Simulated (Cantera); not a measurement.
## Premixed flame

A freely propagating, adiabatic, planar premixed flame of H₂ : O₂ : N₂ = 1 : 0.562 : 2.42 (molar parts), equivalence ratio 0.89, unburnt at 525 K and 0.109 atm; mixture-averaged transport, grid criteria slope 0.08 and curve 0.16, no radiation.

Cantera simulation using the H2/O2 subset of GRI-Mech 3.0, which has no nitrogen chemistry; the numbers are that mechanism's predictions, not measurements. Burning velocities carry a grid error of a few per cent, more on coarse grids.

```
z (mm)  T (K)  u (m/s)    x H₂    x O₂    x HO₂   x H₂O₂      x OH       x H
------  -----  -------  ------  ------  -------  -------  --------  --------
-25.3     525     3.81   0.251   0.141    <1e-8    <1e-8     <1e-8     <1e-8
-16.8     525     3.81   0.251   0.141    <1e-8    <1e-8     <1e-8     <1e-8
-12.6     525     3.81   0.251   0.141    <1e-8    <1e-8     <1e-8     <1e-8
-8.42     525     3.81   0.251   0.141  9.56e-8    <1e-8     <1e-8   2.06e-8
-4.21     531     3.84   0.250   0.141  5.15e-5  9.20e-7   2.08e-5  0.000131
-2.11     660     4.72   0.229   0.138  3.45e-5  1.64e-6  0.000309   0.00580
0        1049     7.27   0.113  0.0973  1.31e-5  5.22e-7   0.00231    0.0492
2.11     1317     9.03  0.0367  0.0471  5.47e-6  7.20e-7   0.00637    0.0679
4.21     1435     9.77  0.0325  0.0407  4.05e-6  5.98e-7   0.00839    0.0598
8.42     1568     10.6  0.0329  0.0375  3.12e-6  3.79e-7    0.0106    0.0479
16.8     1712     11.4  0.0319  0.0342  2.35e-6  2.02e-7    0.0127    0.0356
33.7     1857     12.3  0.0291  0.0307  1.74e-6  1.06e-7    0.0141    0.0243
67.4     1994     13.0  0.0245  0.0274  1.28e-6  6.16e-8    0.0144    0.0151
```
x: mole fraction of selected species; z is measured from the peak of heat release.

```json
{
 "laminar_burning_velocity": "381 cm/s",
 "thermal_thickness": "8.42 mm",
 "peak x(HO₂)": "5.41e-5",
 "peak x(H₂O₂)": "2.10e-6",
 "peak x(OH)": "0.0145",
 "peak x(H)": "0.0685"
}
```
